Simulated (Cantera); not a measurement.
Feed: 1 mol Hg, a varied amount of H2, held at 848 K and 680 Pa.

Cantera equilibrium calculation (NASA polynomials, part measured and part estimated; ideal gas, pure solids and liquids). Candidate condensed phases: Hg; 3 gas species. The numbers say what is thermodynamically allowed, not how fast it happens.

x: gas mole fraction; nothing condenses.

```csv
n(H2) (mol),x Hg,x H2
0.071,0.934,0.0663
0.14,0.877,…
0.29,0.775,0.225
0.58,0.633,0.367
1.2,0.455,0.545
2.3,…,…
4.7,0.175,0.825
9.4,0.0962,0.904
```

**Question.** Fill in the missing entries.

**Answer.** 
- 0.14, x H2: 0.123
- 2.3, x Hg: 0.303
- 2.3, x H2: 0.697
